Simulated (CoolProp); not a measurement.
Vapour-liquid equilibrium of ethanol (1) + p-xylene (2) at 93.65 °C; x and y are mole fractions of (1).

Values from CoolProp's multi-fluid Helmholtz-energy mixture model, Schroeder 2014 and Zhou 2012; pair parameters Bell 2016.

| x | bubble pressure (bar) | y at the bubble point | dew pressure at overall composition x (bar) | liquid density (mol/L) |
|---|---|---|---|---|
| 0.05 | 0.6890 | 0.634 | 0.2715 | 7.676 |
| 0.125 | 1.063 | 0.771 | 0.2946 | 7.971 |
| 0.2 | 1.250 | 0.811 | 0.3219 | 8.296 |
| 0.275 | 1.343 | 0.828 | 0.3547 | 8.658 |
| 0.35 | 1.392 | 0.837 | 0.3949 | 9.060 |
| 0.425 | 1.423 | 0.843 | 0.4453 | 9.511 |
| 0.5 | 1.452 | 0.849 | 0.5103 | 10.02 |
| 0.575 | 1.484 | 0.857 | 0.5972 | 10.59 |
| 0.65 | 1.524 | 0.869 | 0.7192 | 11.23 |
| 0.725 | 1.572 | 0.886 | 0.9016 | 11.96 |
| 0.8 | 1.627 | 0.909 | 1.196 | 12.79 |
| 0.875 | 1.688 | 0.938 | 1.541 | 13.74 |
| 0.95 | 1.752 | 0.974 | 1.711 | 14.83 |

No azeotrope shows between x = 0.05 and 0.95.

Pair parameters are fitted to limited data, so mixtures are less certain than the pure fluids. With so large a gap from Raoult's law the liquid may split in two, which this calculation doesn't test in full.
